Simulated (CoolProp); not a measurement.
n-perfluorohexane along the isotherm 234.9 K: density (kg/m³) from the reference equation and from simpler models built on Tc = 448.0 K, pc = 1.742 MPa, ω = 0.497; each cubic takes its own stable root.

Computed with CoolProp (reference Helmholtz-energy equation of state, Gao 2022).

| p (MPa) | phase | reference |
|---|---|---|
| 0.0275 | liquid | 1853 |
| 0.0565 | liquid | 1853 |
| 0.116 | liquid | 1853 |
| 0.238 | liquid | 1854 |
| 0.49 | liquid | 1854 |
| 1.01 | liquid | 1856 |
| 2.06 | liquid | 1858 |
| 4.24 | liquid | 1864 |
| 8.71 | liquid | 1875 |

Q: How far does each simpler model (van der Waals, Peng-Robinson) lie from the reference over these 9 states: mean and median of the absolute difference, and the worst?

A: 
- van der Waals: mean 56.4 %, median 44.7 %, worst -99.7 % at 234.9 K and 0.0275 MPa
- Peng-Robinson: mean 3.4 %, median 3.5 %, worst -3.5 % at 234.9 K and 0.0275 MPa

At some of these states van der Waals gives the other phase, because its saturation line lies elsewhere.
